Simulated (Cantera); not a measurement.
A Cantera script and what it prints.

```python
import numpy as np
import cantera as ct

gas_names = """
    B BCL BCL2 BCL3 BO BOCL BO2 B2 B2O B2O2 B2O3 B3O3CL3 CL CLO CL2 O O2 O3 Si SiCL SiCL2 SiCL3 SiCL4
    SiO SiO2 Si2 Si3
""".split()
cond_names = """
    B(b) B(L) B2O3(L) Si(cr) Si(L) SiO2(Lqz) SiO2(hqz) SiO2(L)
""".split()


def load(file, names, dense=False):
    # The tables refer to 1 bar. Condensed volumes are neglected.
    table = {s.name: s for s in ct.Species.list_from_file(file)}
    out = []
    for n in names:
        d = dict(table[n].input_data)
        d["thermo"] = dict(d["thermo"], **{"reference-pressure": 1e5})
        if dense:
            d["equation-of-state"] = {"model": "constant-volume", "density": "1e6 g/cm^3"}
        out.append(ct.Species.from_dict(d))
    return out


gas = ct.Solution(thermo="ideal-gas", species=load("nasa_gas.yaml", gas_names))
cond = {s.name: ct.Solution(thermo="fixed-stoichiometry", species=[s], name=s.name)
        for s in load("nasa_condensed.yaml", cond_names, dense=True)}
atoms = {
    'SiO2': {'Si': 1, 'O': 2},
    'SiCl4': {'Si': 1, 'CL': 4},
    'O2': {'O': 2},
    'BCl3': {'B': 1, 'CL': 3},
}
top_T = {}  # K; cautious upper limits of use, not melting points


def equilibrate(T, P, feed):
    n = {}
    for name, mol in feed.items():
        for a, k in atoms[name].items():
            n[a] = n.get(a, 0.0) + k * mol
    gas.TPX = T, P, n
    mass = sum(n.values()) * gas.mean_molecular_weight
    gas.equilibrate("TP")
    valid = [c for c in cond.values() if c.min_temp <= T <= top_T.get(c.name, c.max_temp)]
    mix = ct.Mixture([(gas, mass / gas.mean_molecular_weight)] + [(c, 0.0) for c in valid])
    mix.T, mix.P = T, P
    mix.equilibrate("TP", solver="vcs", rtol=1e-11, max_steps=5000)
    return mix


results = []
feed = {'SiO2': 1, 'SiCl4': 2.7, 'O2': 0.75, 'BCl3': 3.7}  # mol
P = 4500  # Pa
for T in [923, 973, 1023, 1073, 1123, 1173, 1223, 1273, 1323, 1373]:
    mix = equilibrate(T, P, feed)
    results.append((T, P, feed, dict(zip(mix.species_names, mix.species_moles))))

top = {s: max(r[3][s] / sum(r[3][g] for g in gas_names) for r in results) for s in gas_names}
cols = sorted((s for s in top if top[s] > 1e-06), key=lambda s: -top[s])[:6]
seen = [c for c in cond_names if any(r[3].get(c, 0) > 1e-12 for r in results)]
print("log10 of partial pressures in bar; condensed amounts in mol")
print(f"{'T/K':>10s}" + "".join(f"{s[:9]:>10s}" for s in cols + seen))
for T, P, feed, n in results:
    ng = sum(n[g] for g in gas_names)
    print(f"{T:10.4g}" + "".join(f"{np.log10(max(n[s] / ng * P / 1e5, 1e-99)):10.3f}" for s in cols)
          + "".join(f"{n.get(c, 0):10.4g}" for c in seen))
```

Output:

```
log10 of partial pressures in bar; condensed amounts in mol
       T/K      BCL3     SiCL4       CL2   B3O3CL3        CL      BOCL   B2O3(L) SiO2(hqz)
       923    -1.830    -1.750    -2.009    -2.580    -4.956    -8.061    0.1141     0.975
       973    -1.797    -1.779    -2.013    -2.573    -4.597    -7.406         0     1.131
      1023    -1.778    -1.791    -2.015    -2.619    -4.272    -6.833         0     1.192
      1073    -1.762    -1.801    -2.018    -2.664    -3.977    -6.315         0     1.245
      1123    -1.748    -1.811    -2.021    -2.707    -3.709    -5.845         0     1.291
      1173    -1.737    -1.820    -2.026    -2.749    -3.464    -5.417         0     1.332
      1223    -1.728    -1.828    -2.033    -2.791    -3.240    -5.025         0     1.368
      1273    -1.722    -1.837    -2.044    -2.832    -3.035    -4.666         0     1.399
      1323    -1.717    -1.845    -2.060    -2.873    -2.849    -4.335         0     1.426
      1373    -1.715    -1.854    -2.081    -2.915    -2.679    -4.030         0     1.449
```

Cantera equilibrium calculation (NASA polynomials, part measured and part estimated; ideal gas, pure solids and liquids). The tables' values for BOCl, SiCl3 are old estimates; treat these amounts as uncertain. The tables hold silica as quartz up to 1696 K and as liquid above; real silica turns to tridymite and cristobalite and melts near 1996 K. Condensed phases not in the tables: borates and borosilicate glass, alloys, solid solutions and most ternary compounds.
